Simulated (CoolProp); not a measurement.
Carbon monoxide along the isobar 36.6 bar: density (kg/m³) from the reference equation and from simpler models built on Tc = 132.9 K, pc = 34.98 bar, ω = 0.050; each cubic takes its own stable root.

Values from CoolProp's reference Helmholtz-energy equation of state, Lemmon 2006. It is a short technical equation, of lower accuracy than the large ones.

```tsv
T (K)	phase	reference	Soave-Redlich-Kwong	Peng-Robinson
113.7	liquid	643.1	619.9	699.7
124.9	liquid	556.7	513.0	575.7
136.1	supercritical	181.4	180.5	…
147.2	supercritical	121.6	121.5	126.9
158.4	supercritical	100.6	100.3	104.0
169.6	supercritical	87.82	87.41	90.25
180.7	supercritical	…	78.38	80.66
191.9	supercritical	71.89	71.43	73.31
203.1	supercritical	…	65.86	67.45
214.3	supercritical	…	61.27	62.63
225.4	supercritical	57.84	57.42	…
236.6	supercritical	54.46	54.07	55.11
247.8	supercritical	51.52	51.15	52.06
259	supercritical	…	48.57	49.38
270.1	supercritical	46.60	46.28	47.01
```

Q: Complete the blanks.

A: 
- 136.1, Peng-Robinson: 191.6
- 180.7, reference: 78.83
- 203.1, reference: 66.32
- 214.3, reference: 61.71
- 225.4, Peng-Robinson: 58.60
- 259, reference: 48.91
